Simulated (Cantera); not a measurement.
## MgO + HI (chemical vapour transport)

Charge: 1 mol MgO, 1.9 mol HI, at 0.0133 bar.

Method: chemical equilibrium by Gibbs-energy minimisation in Cantera with the NASA 1993 tables (ideal gas, pure condensed phases). Candidate condensed phases: H2O, I2, Mg, MgI2, MgO, Mg(OH)2; 20 gas species. Rates play no part.

| T (K) | x HI | x I | x H2 | x I2 | x H2O | x MgI2 | n MgO(s) |
|---|---|---|---|---|---|---|---|
| 823 | 0.744 | 0.0220 | 0.122 | 0.111 | 0.000770 | 0.000770 | 0.999 |
| 873 | 0.718 | 0.0413 | 0.129 | 0.109 | 0.00134 | 0.00134 | 0.997 |
| 923 | 0.684 | 0.0711 | 0.138 | 0.102 | 0.00216 | 0.00216 | 0.996 |
| 973 | 0.641 | 0.113 | 0.148 | 0.0917 | 0.00324 | 0.00324 | 0.993 |
| 1023 | 0.589 | 0.165 | 0.160 | 0.0775 | 0.00453 | 0.00453 | 0.991 |
| 1073 | 0.528 | 0.224 | 0.174 | 0.0618 | 0.00595 | 0.00595 | 0.987 |
| 1123 | 0.463 | 0.286 | 0.190 | 0.0466 | 0.00735 | 0.00735 | 0.984 |
| 1173 | 0.397 | 0.346 | 0.206 | 0.0336 | 0.00863 | 0.00863 | 0.980 |
| 1223 | 0.335 | 0.399 | 0.223 | 0.0234 | 0.00969 | 0.00969 | 0.977 |
| 1273 | 0.279 | 0.445 | 0.239 | 0.0160 | 0.0105 | 0.0105 | 0.974 |
x: gas mole fraction; n: condensed amount in mol.

From 823 K to 1273 K the condensed part is MgO(s). The main Mg-bearing gas is MgI2 throughout. The share of Mg in condensed phases is highest at 823 K (99.9 %) and lowest at 1273 K (97.4 %).
